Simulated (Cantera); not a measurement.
A closed system holds: 1 mol SiH4, 1.3 mol HCl, a varied amount of H2, held at 875 K and 1.00 bar.

Method: chemical equilibrium by Gibbs-energy minimisation in Cantera with the NASA 1993 tables (ideal gas, pure condensed phases). Candidate condensed phases: Si; 19 gas species. The numbers say what is thermodynamically allowed, not how fast it happens.

### Question
What share of the Si ends up in condensed phases as a function of n(H2) (mol), at 34, 42, 53, 66, 83, 100, 130, 160, 200, 260, 320, 400, 500?

### Answer
```tsv
n(H2) (mol)	Si condensed (%)	as
34	62.7	Si(s)
42	62.7	Si(s)
53	62.7	Si(s)
66	62.8	Si(s)
83	63.0	Si(s)
100	63.1	Si(s)
130	63.5	Si(s)
160	63.8	Si(s)
200	64.3	Si(s)
260	65.0	Si(s)
320	65.7	Si(s)
400	66.6	Si(s)
500	67.6	Si(s)
```
